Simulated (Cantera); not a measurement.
Cantera run:

```python
import numpy as np
import cantera as ct

gas_names = """
    H2O2 VO2 N H2O
""".split()
cond_names = """
    VN(s)
""".split()


# ... load() reads the species with a 1 bar reference pressure and builds the phases ...
species = {s.name: s for s in load("nasa_gas.yaml", gas_names) + load("nasa_condensed.yaml", cond_names)}
# Each term lists the table entries of one substance; the one whose range holds T is used.
reactions = {
    'VN + 2 H2O2(g) = VO2(g) + N(g) + 2 H2O(g)':
        [(-1, ['VN(s)']), (-2, ['H2O2']), (1, ['VO2']), (1, ['N']), (2, ['H2O'])],
}


def pick(names, T):
    return next(species[n] for n in names if species[n].thermo.min_temp <= T <= species[n].thermo.max_temp)


results = []
for label, terms in reactions.items():
    print(label)
    print("     T/K   dH/kJ  dS/(J/K)   dG/kJ   log10 K")
    for T in [825, 925, 1025, 1125, 1225, 1325, 1425, 1525, 1625]:
        used = [(nu, pick(names, T)) for nu, names in terms]
        dH = sum(nu * s.thermo.h(T) for nu, s in used) / 1e6
        dS = sum(nu * s.thermo.s(T) for nu, s in used) / 1e3
        dG = dH - T * dS / 1e3
        logK = -dG * 1e6 / (ct.gas_constant * T * np.log(10))
        results.append((label, T, dH, dS, dG, logK, [s.name for _, s in used]))
        print(f"{T:8g} {dH:8.1f} {dS:8.1f} {dG:8.1f} {logK:8.2f}")
```

It prints:

```
VN + 2 H2O2(g) = VO2(g) + N(g) + 2 H2O(g)
     T/K   dH/kJ  dS/(J/K)   dG/kJ   log10 K
     825    242.8    285.5      7.2    -0.46
     925    241.1    283.5    -21.2     1.20
    1025    239.2    281.6    -49.5     2.52
    1125    237.1    279.7    -77.5     3.60
    1225    234.9    277.8   -105.4     4.50
    1325    232.7    276.1   -133.1     5.25
    1425    230.2    274.3   -160.6     5.89
    1525    227.7    272.6   -188.0     6.44
    1625    225.1    270.9   -215.2     6.92
```

Source: NASA polynomial tables (part measured, part estimated), evaluated in Cantera. VN: taken at fixed stoichiometry. Condensed species are held in their standard states even where they would react or evaporate.
